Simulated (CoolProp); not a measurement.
Vapour-liquid equilibrium of R143a (1) + propane (2) at 284.6 K; x and y are mole fractions of (1).

Computed with CoolProp (multi-fluid Helmholtz-energy mixture model, Lemmon and Jacobsen 2000 and Lemmon 2009; pair parameters Bell 2016).

```
x      bubble pressure (kPa)  y at the bubble point  dew pressure at overall composition x (kPa)  liquid density (mol/L)
-----  ---------------------  ---------------------  -------------------------------------------  ----------------------
0.05                   750.8                  0.141                                        692.5                   11.55
0.125                  846.1                  0.271                                        740.3                   11.45
0.2                    910.9                  0.355                                        792.8                   11.36
0.275                  955.5                  0.415                                        849.2                   11.28
0.35                   986.3                  0.463                                        907.4                   11.23
0.425                   1007                  0.506                                        962.2                   11.19
0.5                     1021                  0.546                                         1005                   11.18
0.575                   1027                  0.588                                         1026                   11.19
0.65                    1026                  0.632                                         1024                   11.23
0.725                   1017                  0.683                                         1004                   11.29
0.8                    997.4                  0.744                                        973.6                   11.38
0.875                  964.8                  0.819                                        937.1                   11.48
0.95                   915.7                  0.917                                        898.1                   11.61
```

y crosses x between x = 0.575 and 0.65: the model has an azeotrope there.

Pair parameters are fitted to limited data, so mixtures are less certain than the pure fluids.
